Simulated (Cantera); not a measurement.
**Moist CO burnout**

An isothermal, constant-pressure homogeneous reactor starts with CO : O₂ : H₂O : N₂ = 0.0037 : 0.042 : 0.0031 : 1 (molar parts), equivalence ratio 0.044, at 973 K and 9.80 bar.

Detailed kinetics in Cantera: GRI-Mech 3.0 (53 species, 325 reactions).

| t (s) | x CO | x O₂ | x H₂O | x CO₂ | x H | x O | x H₂ |
|---|---|---|---|---|---|---|---|
| 1.00e-5 | 0.00353 | 0.0400 | 0.00296 | 7.94e-12 | <1e-12 | 7.75e-12 | <1e-12 |
| 3.51e-5 | 0.00353 | 0.0400 | 0.00296 | 2.89e-11 | <1e-12 | 2.64e-11 | <1e-12 |
| 0.000123 | 0.00353 | 0.0400 | 0.00296 | 1.14e-10 | <1e-12 | 8.33e-11 | <1e-12 |
| 0.000433 | 0.00353 | 0.0400 | 0.00296 | 5.29e-10 | <1e-12 | 2.09e-10 | <1e-12 |
| 0.00152 | 0.00353 | 0.0400 | 0.00296 | 2.67e-9 | <1e-12 | 3.13e-10 | <1e-12 |
| 0.00534 | 0.00353 | 0.0400 | 0.00296 | 1.40e-8 | <1e-12 | 3.36e-10 | 1.17e-12 |
| 0.0187 | 0.00353 | 0.0400 | 0.00296 | 9.91e-8 | 1.34e-12 | 3.98e-10 | 1.05e-11 |
| 0.0658 | 0.00353 | 0.0400 | 0.00296 | 1.12e-6 | 5.84e-12 | 6.99e-10 | 1.48e-10 |
| 0.231 | 0.00351 | 0.0400 | 0.00296 | 2.17e-5 | 4.03e-11 | 2.56e-9 | 4.97e-9 |
| 0.811 | 0.00330 | 0.0399 | 0.00296 | 0.000233 | 7.20e-11 | 3.93e-9 | 8.00e-8 |
| 2.85 | 0.00262 | 0.0396 | 0.00296 | 0.000913 | 5.59e-11 | 3.44e-9 | 2.13e-7 |
| 10.0 | 0.00129 | 0.0390 | 0.00296 | 0.00224 | 2.44e-11 | 2.12e-9 | 1.54e-7 |
x: mole fraction; the columns are a selection and need not sum to one.

Equilibrium at this temperature and pressure: CO <1e-12, O₂ 0.0383, H₂O 0.00296, CO₂ 0.00353, H <1e-12, O 4.26e-12, H₂ <1e-12 (gas phase only).
